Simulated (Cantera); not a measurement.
What does this Cantera script print?

```python
import numpy as np
import cantera as ct

gas_names = [...]  # 151 gases of nasa_gas.yaml made of C, H, N, O, Si
cond_names = """
    C(gr) C6H6(L) C7H8(L) C8H18(L),n-octa H2O(s) H2O(L) Si(cr) Si(L) SiC(b) SiO2(Lqz) SiO2(hqz) SiO2(L)
    Si2N2O(s) Si3N4(a)
""".split()


# ... load() reads the species with a 1 bar reference pressure and builds the phases ...
atoms = {
    'SiC': {'Si': 1, 'C': 1},
    'CO2': {'C': 1, 'O': 2},
    'N2': {'N': 2},
    'H2O': {'H': 2, 'O': 1},
}
top_T = {'C(gr)': 4500, 'SiC(b)': 3050, 'Si2N2O(s)': 2100, 'Si3N4(a)': 2400}  # K; cautious upper limits of use, not melting points


# ... equilibrate(T, P, feed) seeds the gas with the atoms and calls Mixture.equilibrate('TP', solver="vcs", rtol=1e-11, max_steps=5000) ...
results = []
feed = {'SiC': 1, 'CO2': 0.22, 'N2': 160, 'H2O': 2.5}  # mol
P = 15000  # Pa
for T in [1100, 1150, 1200, 1250, 1300, 1350, 1400, 1450, 1500, 1550, 1600, 1650, 1700, 1750]:
    mix = equilibrate(T, P, feed)
    results.append((T, P, feed, dict(zip(mix.species_names, mix.species_moles))))

top = {s: max(r[3][s] / sum(r[3][g] for g in gas_names) for r in results) for s in gas_names}
cols = sorted((s for s in top if top[s] > 0.001), key=lambda s: -top[s])[:7]
seen = [c for c in cond_names if any(r[3].get(c, 0) > 1e-12 for r in results)]
print("log10 of partial pressures in bar; condensed amounts in mol")
print(f"{'T/K':>10s}" + "".join(f"{s[:9]:>10s}" for s in cols + seen))
for T, P, feed, n in results:
    ng = sum(n[g] for g in gas_names)
    print(f"{T:10.4g}" + "".join(f"{np.log10(max(n[s] / ng * P / 1e5, 1e-99)):10.3f}" for s in cols)
          + "".join(f"{n.get(c, 0):10.4g}" for c in seen))
```

Output:

```
log10 of partial pressures in bar; condensed amounts in mol
       T/K        N2        H2        CO       SiO SiO2(hqz)   SiO2(L) Si2N2O(s)
      1100    -0.834    -2.640    -2.952   -11.774    0.8134         0   0.09331
      1150    -0.834    -2.640    -2.952   -10.725    0.8132         0    0.0934
      1200    -0.834    -2.640    -2.952    -9.765    0.8131         0   0.09345
      1250    -0.834    -2.640    -2.952    -8.883     0.813         0    0.0935
      1300    -0.834    -2.640    -2.952    -8.071    0.8129         0   0.09354
      1350    -0.834    -2.640    -2.952    -7.320    0.8128         0   0.09356
      1400    -0.834    -2.640    -2.952    -6.624    0.8127         0   0.09353
      1450    -0.834    -2.640    -2.952    -5.977    0.8123         0   0.09328
      1500    -0.834    -2.640    -2.952    -5.375    0.8111         0   0.09217
      1550    -0.834    -2.640    -2.952    -4.812    0.8069         0   0.08814
      1600    -0.834    -2.640    -2.952    -4.285    0.7936         0   0.07493
      1650    -0.834    -2.641    -2.952    -3.792    0.7535         0     0.035
      1700    -0.835    -2.642    -2.953    -3.587         0     0.717         0
      1750    -0.835    -2.643    -2.953    -3.579         0    0.7114         0
```

Method: chemical equilibrium by Gibbs-energy minimisation in Cantera with the NASA 1993 tables (ideal gas, pure condensed phases). N2 is the only nitrogen source here; it is nearly inert below about 1500 K, so the nitride shown seldom forms there in practice. Mutual solubility and eutectic melting of coexisting phases are not modelled. The tables hold silica as quartz up to 1696 K and as liquid above; real silica turns to tridymite and cristobalite and melts near 1996 K.
